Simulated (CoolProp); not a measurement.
Vapour-liquid equilibrium of R1234yf (1) + R152A (2) at 26.9 kPa; x and y are mole fractions of (1).

Model: multi-fluid Helmholtz-energy mixture model, Lemmon 2022 and Outcalt 1996; pair parameters Bell 2023, in CoolProp.

Problem. Give the bubble temperature and the first vapour's composition at x = 0.15, 0.25, 0.85. Is there an azeotrope?

Solution. x = 0.15: 220.7 K, y = 0.238; x = 0.25: 219.8 K, y = 0.350; x = 0.85: 217.5 K, y = 0.861. No azeotrope shows between x = 0.05 and 0.95.

Pair parameters are fitted to limited data, so mixtures are less certain than the pure fluids.
